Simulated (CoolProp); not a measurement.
Vapour-liquid equilibrium of R114 (1) + R113 (2) at 209 kPa; x and y are mole fractions of (1).

Values from CoolProp's multi-fluid Helmholtz-energy mixture model, Platzer 1990 and Marx 1992; pair parameters Bell 2016. This equation is an older, rougher fit; its heat capacities, sound speeds and derivatives of the liquid may be far off and weren't checked against measurements.

```json
[
 {"x": "0.05", "bubble temperature (K)": "340.3", "y at the bubble point": "0.149", "dew temperature at overall composition x (K)": "343.1", "liquid density (mol/L)": "7.788"},
 {"x": "0.125", "bubble temperature (K)": "334.5", "y at the bubble point": "0.331", "dew temperature at overall composition x (K)": "341.0", "liquid density (mol/L)": "7.875"},
 {"x": "0.2", "bubble temperature (K)": "329.3", "y at the bubble point": "0.473", "dew temperature at overall composition x (K)": "338.8", "liquid density (mol/L)": "7.955"},
 {"x": "0.275", "bubble temperature (K)": "324.7", "y at the bubble point": "0.584", "dew temperature at overall composition x (K)": "336.4", "liquid density (mol/L)": "8.029"},
 {"x": "0.35", "bubble temperature (K)": "320.6", "y at the bubble point": "0.672", "dew temperature at overall composition x (K)": "333.9", "liquid density (mol/L)": "8.096"},
 {"x": "0.425", "bubble temperature (K)": "316.8", "y at the bubble point": "0.742", "dew temperature at overall composition x (K)": "331.2", "liquid density (mol/L)": "8.159"},
 {"x": "0.5", "bubble temperature (K)": "313.5", "y at the bubble point": "0.798", "dew temperature at overall composition x (K)": "328.3", "liquid density (mol/L)": "8.217"},
 {"x": "0.575", "bubble temperature (K)": "310.4", "y at the bubble point": "0.844", "dew temperature at overall composition x (K)": "325.1", "liquid density (mol/L)": "8.272"},
 {"x": "0.65", "bubble temperature (K)": "307.7", "y at the bubble point": "0.883", "dew temperature at overall composition x (K)": "321.6", "liquid density (mol/L)": "8.322"},
 {"x": "0.725", "bubble temperature (K)": "305.2", "y at the bubble point": "0.915", "dew temperature at overall composition x (K)": "317.8", "liquid density (mol/L)": "8.370"},
 {"x": "0.8", "bubble temperature (K)": "302.8", "y at the bubble point": "0.943", "dew temperature at overall composition x (K)": "313.4", "liquid density (mol/L)": "8.415"},
 {"x": "0.875", "bubble temperature (K)": "300.7", "y at the bubble point": "0.966", "dew temperature at overall composition x (K)": "308.3", "liquid density (mol/L)": "8.458"},
 {"x": "0.95", "bubble temperature (K)": "298.6", "y at the bubble point": "0.987", "dew temperature at overall composition x (K)": "302.2", "liquid density (mol/L)": "8.498"}
]
```

No azeotrope shows between x = 0.05 and 0.95.

Pair parameters are fitted to limited data, so mixtures are less certain than the pure fluids.
